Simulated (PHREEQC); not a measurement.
Dissolve 0.0017 mol/kgw HF, 0.046 mol/kgw H2SiF6, 0.00072 mol/kgw HBF4 and 0.016 mol/kgw HNO3 at 25 °C. Closed to the air; pH follows from the charge balance.

The numbers come from PHREEQC with the ion-association model, wateq4f.dat.

No solid was allowed to form.

Task: Estimate the pH, ionic strength.

Result: pH 1.07; ionic strength 0.151 mol/kgw.

Task: In which forms is B present?

Result: BF4- 80 %, H3BO3 17 %, BF3OH- 3.2 % of the B.

The solution is supersaturated, for example in Quartz (slow to form), Chalcedony (slow to form), so a real one may precipitate; this is no full list. SiF6-2 is the database's only silicon fluoride. Real BF4- forms and hydrolyses slowly; the run takes it at equilibrium.
